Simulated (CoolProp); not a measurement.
R125 at several states: fugacity coefficient from the reference equation and from simpler models built on Tc = 339.2 K, pc = 36.18 bar, ω = 0.305; each cubic takes its own stable root.

Values from CoolProp's reference Helmholtz-energy equation of state, Lemmon 2005.

| T (K) | p (bar) | phase | reference |
|---|---|---|---|
| 317.7 | 0.956 | gas | 0.9886 |
| 284.5 | 140 | liquid | 0.09324 |
| 324.8 | 5.28 | gas | 0.9422 |
| 374.8 | 9.38 | gas | 0.9384 |

How far does each simpler model (van der Waals, Redlich-Kwong, Peng-Robinson) lie from the reference over these 4 states: mean and median of the absolute difference, and the worst?


- van der Waals: mean 29.4 %, median 0.6 %, worst +116.1 % at 284.5 K and 140 bar
- Redlich-Kwong: mean 8.9 %, median 0.3 %, worst +34.8 % at 284.5 K and 140 bar
- Peng-Robinson: mean 0.7 %, median 0.7 %, worst -1.4 % at 284.5 K and 140 bar
